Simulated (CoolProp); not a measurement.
CF4 (R14) at 152.43 K and 0.42 MPa flows at 0.67 m/s in a round tube of 20 mm bore and 15 µm roughness, fully developed (64/Re and Nu = 3.66 if laminar; Colebrook and Gnielinski if turbulent). Each further row changes one setting.

Model: reference Helmholtz-energy equation of state, Platzer 1990, in CoolProp. This equation is an older, rougher fit; its heat capacities, sound speeds and derivatives of the liquid may be far off and weren't checked against measurements.

```tsv
case	Reynolds number	Darcy friction factor	pressure drop (Pa/m)	heat-transfer coefficient (W/(m² K))	mass flow (kg/h)
as stated	102000	0.0213	373	[?]	1190
velocity 1.34 m/s	204000	0.0200	[?]	[?]	[?]
diameter 40 mm	204000	[?]	[?]	[?]	[?]
```

Question: What belongs in the gaps?

Answer: 
- as stated, heat-transfer coefficient (W/(m² K)): 1800
- velocity 1.34 m/s, pressure drop (Pa/m): 1400
- velocity 1.34 m/s, heat-transfer coefficient (W/(m² K)): 3430
- velocity 1.34 m/s, mass flow (kg/h): 2370
- diameter 40 mm, Darcy friction factor: 0.0181
- diameter 40 mm, pressure drop (Pa/m): 159
- diameter 40 mm, heat-transfer coefficient (W/(m² K)): 1580
- diameter 40 mm, mass flow (kg/h): 4740

Viscosity comes from a separate model (Huber 2003), an estimate that may be off by 10 % or more. Thermal conductivity comes from a separate model (Huber 2003), an estimate that may be off by 10 % or more.
